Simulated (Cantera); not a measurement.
A perfectly stirred reactor is fed with NH3 : N2 = 1 : 2.4 (molar parts), at 100.0 Torr; it is held at 1725 K, and followed from long to short residence time.

Model: the gas-phase N/H chemistry of the illustrative SiF4/NH3 mechanism in the Surface Chemkin manual (1991), integrated in Cantera. Walls and surfaces, which speed up NH3 decomposition in real reactors, are not modelled.

Task: What does this change do: NH3 1 to 0.16 parts?

Result: 
```json
[
 {"quantity": "x(NH3) at τ = 2.60 s", "before": "0.188", "after": "0.0383"},
 {"quantity": "x(H) at τ = 2.60 s", "before": "3.03e-5", "after": "1.72e-5"},
 {"quantity": "x(NH2) at τ = 2.60 s", "before": "0.000119", "after": "4.95e-5"},
 {"quantity": "x(H2) at τ = 2.60 s", "before": "0.123", "after": "0.0341"},
 {"quantity": "x(N2) at τ = 2.60 s", "before": "0.689", "after": "0.928"},
 {"quantity": "x(NH3) at τ = 13.0 ms", "before": "0.293", "after": "0.0624"},
 {"quantity": "x(H) at τ = 13.0 ms", "before": "2.34e-7", "after": "1.18e-7"},
 {"quantity": "x(NH2) at τ = 13.0 ms", "before": "0.000155", "after": "5.77e-5"},
 {"quantity": "x(H2) at τ = 13.0 ms", "before": "0.000711", "after": "0.000122"},
 {"quantity": "x(N2) at τ = 13.0 ms", "before": "0.706", "after": "0.937"}
]
```

Task: What does this change do: temperature 1725 to 2000 K?

Result: 
| quantity | before | after |
|---|---|---|
| x(NH3) at τ = 2.60 s | 0.188 | 0.0245 |
| x(H) at τ = 2.60 s | 3.03e-5 | 0.000500 |
| x(NH2) at τ = 2.60 s | 0.000119 | 0.000114 |
| x(H2) at τ = 2.60 s | 0.123 | 0.312 |
| x(N2) at τ = 2.60 s | 0.689 | 0.663 |
| x(NH3) at τ = 13.0 ms | 0.293 | 0.277 |
| x(H) at τ = 13.0 ms | 2.34e-7 | 1.82e-5 |
| x(NH2) at τ = 13.0 ms | 0.000155 | 0.000714 |
| x(H2) at τ = 13.0 ms | 0.000711 | 0.0192 |
| x(N2) at τ = 13.0 ms | 0.706 | 0.703 |
